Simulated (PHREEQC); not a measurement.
0.14 g of hydrous ferric oxide (600 m²/g; 0.2 weak and 0.005 strong sites per Fe, Dzombak-Morel constants, diffuse double layer) in 1 kg of water with 0.01 mol/kgw of an inert sodium salt, at 25 °C; the pH is set by adding NaOH or the inert anion's acid. Oxygen is held at 0.21 atm. The system is closed to CO2. Precipitation was switched off in this run.

The numbers come from PHREEQC with the ion-association model, wateq4f.dat.

Problem. Predict surface charge σ (C/m²), surface potential ψ (mV) at pH = 8.5, 9.

Solution. 
```csv
pH,surface charge σ (C/m²),surface potential ψ (mV)
8.5,-0.005,-22
9,-0.013,-49
```
